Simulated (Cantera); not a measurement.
Charge: 1 mol MgCO3, 0.051 mol SO2, 1.6 mol CO2, held at 1150 K and 0.0660 bar.

Cantera equilibrium calculation (NASA polynomials, part measured and part estimated; ideal gas, pure solids and liquids). Candidate condensed phases: C, Mg, MgCO3, MgO, MgS, MgSO4, S; 26 gas species. Equilibrium is a limit: real reactors are often held back by kinetics, nucleation or transport.

What is the equilibrium state?


```json
{
  "x(CO2)": "0.981",
  "x(SO2)": "0.0192",
  "x(CO)": "1.05e-5",
  "x(SO3)": "3.60e-6",
  "x(O2)": "3.45e-6",
  "n(MgO(s))": "1.00 mol",
  "gas_amount": "2.651 mol",
  "log10 activity of S(l) (absent)": "-9.57",
  "log10 activity of C(graphite) (absent)": "-12.53",
  "log10 activity of Mg(l) (absent)": "-18.29"
}
```
